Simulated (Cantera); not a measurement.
Adiabatic ignition

An adiabatic, constant-volume homogeneous reactor starts with 9.79 % CH4, 0.842 % C2H6, 18.8 % O2, 70.6 % N2, equivalence ratio 1.2, at 1175 K and 0.207 atm.

Detailed kinetics in Cantera: GRI-Mech 3.0 (53 species, 325 reactions).

| t (s) | T (K) | P (bar) | x CH4 | x C2H6 | x O2 | x N2O | x NO2 | x OH | x O |
|---|---|---|---|---|---|---|---|---|---|
| 5.00e-6 | 1175 | 0.210 | 0.0979 | 0.00842 | 0.188 | <1e-12 | <1e-12 | 5.66e-12 | 2.17e-12 |
| 1.70e-5 | 1175 | 0.210 | 0.0979 | 0.00842 | 0.188 | <1e-12 | <1e-12 | 2.64e-11 | 1.04e-11 |
| 5.76e-5 | 1175 | 0.210 | 0.0979 | 0.00842 | 0.188 | <1e-12 | <1e-12 | 1.03e-10 | 4.38e-11 |
| 0.000196 | 1175 | 0.210 | 0.0979 | 0.00842 | 0.188 | <1e-12 | <1e-12 | 3.75e-10 | 1.64e-10 |
| 0.000665 | 1175 | 0.210 | 0.0979 | 0.00842 | 0.188 | <1e-12 | <1e-12 | 1.44e-9 | 5.99e-10 |
| 0.00226 | 1175 | 0.210 | 0.0979 | 0.00841 | 0.188 | 2.67e-12 | <1e-12 | 9.17e-9 | 3.07e-9 |
| 0.00766 | 1176 | 0.210 | 0.0977 | 0.00832 | 0.188 | 4.94e-11 | <1e-12 | 9.93e-8 | 2.85e-8 |
| 0.0260 | 1230 | 0.221 | 0.0901 | 0.00615 | 0.180 | 1.01e-9 | <1e-12 | 3.85e-6 | 8.85e-7 |
| 0.0884 | 2725 | 0.526 | <1e-12 | <1e-12 | 0.00929 | 2.33e-7 | 6.92e-7 | 0.0183 | 0.00535 |
| 0.300 | 2725 | 0.526 | <1e-12 | <1e-12 | 0.00929 | 2.33e-7 | 6.92e-7 | 0.0183 | 0.00535 |
x: mole fraction; the columns are a selection and need not sum to one.

The time of steepest temperature rise is 28.4 ms and the temperature at 0.300 s is 2725 K. The equilibrium temperature is 2725 K and the x(CH4) at 0.300 s is <1e-12 (gas-phase equilibrium <1e-12). The x(C2H6) at 0.300 s comes out as <1e-12 (gas-phase equilibrium <1e-12). The x(O2) at 0.300 s comes out as 0.00929 (gas-phase equilibrium 0.00929).
